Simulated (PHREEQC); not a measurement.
Model water analysis in mg/kgw, 25 °C, pH 3.02, pe 8.6:

```csv
constituent,mg/kgw
Na,117
K,2.32
Ca,9.23
Mg,44.8
Cl,77.5
S(6) as SO4,446
Mn(2),2.01
Li,0.0179
```

Valence states are taken as typed.

Equilibrium calculation in PHREEQC: ion-association model, wateq4f.dat.

Each row changes one thing in this solution. No solid was allowed to form.

```csv
case,ionic strength (mol/kgw),SO4-2 (mol/kgw),Mg+2 (mol/kgw),HSO4- (mol/kgw),Ca+2 (mol/kgw),Mn+2 (mol/kgw),SI of Gypsum (CaSO4:2H2O),SI of Epsomite (MgSO4:7H2O)
as made,0.0151,0.00380,0.00137,0.000247,0.000178,2.89e-5,-2.00,-3.55
temperature from 25 to 35 °C at the same typed pH,0.0147,0.00367,0.00129,0.000298,0.000176,2.80e-5,-2.02,-3.66
all concentrations times 2 at the same typed pH,?,0.00727,0.00245,?,0.000324,5.26e-5,?,?
S(6) from 446 to 1340 mg/kgw,?,0.0122,0.00102,0.000698,0.000137,2.27e-5,-1.75,-3.31
```

Question: Complete the blanks.

Answer: 
- all concentrations times 2 at the same typed pH, ionic strength (mol/kgw): 0.0283
- all concentrations times 2 at the same typed pH, HSO4- (mol/kgw): 0.000425
- all concentrations times 2 at the same typed pH, SI of Gypsum (CaSO4:2H2O): -1.58
- all concentrations times 2 at the same typed pH, SI of Epsomite (MgSO4:7H2O): -3.14
- S(6) from 446 to 1340 mg/kgw, ionic strength (mol/kgw): 0.0313
